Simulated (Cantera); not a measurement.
Source: NASA polynomial tables (part measured, part estimated), evaluated in Cantera. Values are per mole of reaction as written; species without (g) are pure solids or liquids, kept so even where they would boil at 1 bar.

**Question.** Between 300 and 1698 K, where is each reaction favourable under standard conditions?
- 3 Nb + 2 O₃(g) ⇌ 3 NbO₂

**Answer.** 
- 3 Nb + 2 O₃(g) ⇌ 3 NbO₂: ΔG° is -2541 kJ at 300 K and -2014 kJ at 1698 K; it stays negative (K > 1). ΔH° is -2593 kJ and ΔS° -341 J/K at 1698 K.
